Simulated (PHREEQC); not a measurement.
## Leach liquor

A solution holds 0.15 mol/kgw HCl and 8.1e-05 mol/kgw MnSO4, at 52 °C. It is in equilibrium with CO2 at log p = -3.4 (atm). Otherwise closed; pH follows from the charge balance.

Model: ion-association model, wateq4f.dat, run in PHREEQC.

```yaml
pH: 0.92
ionic_strength: 0.150 mol/kgw
total_alkalinity: -150 meq/kg
```

```csv
species,molality,activity,log γ
Cl-,0.150,0.108,-0.141
H+,0.150,0.120,-0.096
HSO4-,7.31e-5,5.40e-5,-0.132
Mn+2,6.71e-5,2.28e-5,-0.469
MnCl+,1.35e-5,1.01e-5,-0.126
SO4-2,7.87e-6,2.42e-6,-0.512
CO2,7.22e-6,7.47e-6,0.015
MnCl2,4.60e-7,4.76e-7,0.015
MnCl3-,1.90e-8,1.42e-8,-0.126
MnSO4,1.52e-8,1.57e-8,0.015
```

Precipitation was switched off in this run. Species that the database lacks are ignored. Away from 25 °C the constants follow the database's enthalpies or fits; those with neither stay at their 25 °C values.
